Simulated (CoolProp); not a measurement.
Vapour-liquid equilibrium of R134a (1) + R227EA (2) at 15.85 °C; x and y are mole fractions of (1).

The numbers come from the multi-fluid Helmholtz-energy mixture model, Tillner-Roth 1994 and Lemmon 2016; pair parameters Bell 2016 in CoolProp.

```json
[
 {"x": "0.05", "bubble pressure (kPa)": "351.1", "y at the bubble point": "0.075", "dew pressure at overall composition x (kPa)": "347.4", "liquid density (mol/L)": "8.516"},
 {"x": "0.125", "bubble pressure (kPa)": "366.9", "y at the bubble point": "0.179", "dew pressure at overall composition x (kPa)": "358.6", "liquid density (mol/L)": "8.723"},
 {"x": "0.2", "bubble pressure (kPa)": "381.9", "y at the bubble point": "0.273", "dew pressure at overall composition x (kPa)": "370.2", "liquid density (mol/L)": "8.941"},
 {"x": "0.275", "bubble pressure (kPa)": "396.3", "y at the bubble point": "0.360", "dew pressure at overall composition x (kPa)": "382.2", "liquid density (mol/L)": "9.170"},
 {"x": "0.35", "bubble pressure (kPa)": "410.0", "y at the bubble point": "0.440", "dew pressure at overall composition x (kPa)": "394.7", "liquid density (mol/L)": "9.411"},
 {"x": "0.425", "bubble pressure (kPa)": "423.0", "y at the bubble point": "0.514", "dew pressure at overall composition x (kPa)": "407.5", "liquid density (mol/L)": "9.664"},
 {"x": "0.5", "bubble pressure (kPa)": "435.4", "y at the bubble point": "0.584", "dew pressure at overall composition x (kPa)": "420.5", "liquid density (mol/L)": "9.931"},
 {"x": "0.575", "bubble pressure (kPa)": "447.1", "y at the bubble point": "0.651", "dew pressure at overall composition x (kPa)": "433.7", "liquid density (mol/L)": "10.21"},
 {"x": "0.65", "bubble pressure (kPa)": "458.2", "y at the bubble point": "0.715", "dew pressure at overall composition x (kPa)": "446.9", "liquid density (mol/L)": "10.51"},
 {"x": "0.725", "bubble pressure (kPa)": "468.7", "y at the bubble point": "0.777", "dew pressure at overall composition x (kPa)": "459.9", "liquid density (mol/L)": "10.83"},
 {"x": "0.8", "bubble pressure (kPa)": "478.5", "y at the bubble point": "0.838", "dew pressure at overall composition x (kPa)": "472.4", "liquid density (mol/L)": "11.16"},
 {"x": "0.875", "bubble pressure (kPa)": "487.8", "y at the bubble point": "0.899", "dew pressure at overall composition x (kPa)": "484.2", "liquid density (mol/L)": "11.52"},
 {"x": "0.95", "bubble pressure (kPa)": "496.4", "y at the bubble point": "0.959", "dew pressure at overall composition x (kPa)": "495.2", "liquid density (mol/L)": "11.89"}
]
```

No azeotrope shows between x = 0.05 and 0.95.

Pair parameters are fitted to limited data, so mixtures are less certain than the pure fluids.
